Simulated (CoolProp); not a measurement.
Vapour-liquid equilibrium of R143a (1) + R134a (2) at 183 K; x and y are mole fractions of (1).

Model: multi-fluid Helmholtz-energy mixture model, Lemmon and Jacobsen 2000 and Tillner-Roth 1994; pair parameters Lemmon 2004, in CoolProp.

Task: Give the bubble pressure and the first vapour's composition at x = 0.2, 0.275, 0.5. Is there an azeotrope?

Result: x = 0.2: 2.662 kPa, y = 0.549; x = 0.275: 3.113 kPa, y = 0.651; x = 0.5: 4.484 kPa, y = 0.834. No azeotrope shows between x = 0.05 and 0.95.

The pair parameters rest on a limited set of measurements; away from them the model extrapolates.
